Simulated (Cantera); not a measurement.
# Abatement and gas-phase synthesis: CS₂ + SO₂ + O₂

Feed: 1 mol CS₂, 0.36 mol SO₂, 0.06 mol O₂, equilibrated at 1277 °C and 101000 Pa.

Method: chemical equilibrium by Gibbs-energy minimisation in Cantera with the NASA 1993 tables (ideal gas, pure condensed phases). Candidate condensed phases: C, S; 22 gas species. Equilibrium is a limit: real reactors are often held back by kinetics, nucleation or transport.

The x(S₂) is 0.497. The x(CO) is 0.391 and the x(CS₂) is 0.0824. The x(COS) is 0.0267, the x(CO₂) comes out as 0.00205 and the x(CS) is 6.28e-5. The x(S) comes out as 5.00e-5. The x(S₂O) is 2.00e-5. The x(SO) is 6.70e-6. The gas amount comes out as 1.989 mol and the log10 activity of S(l) (absent) is -1.41. The log10 activity of C(graphite) (absent) is -1.48.
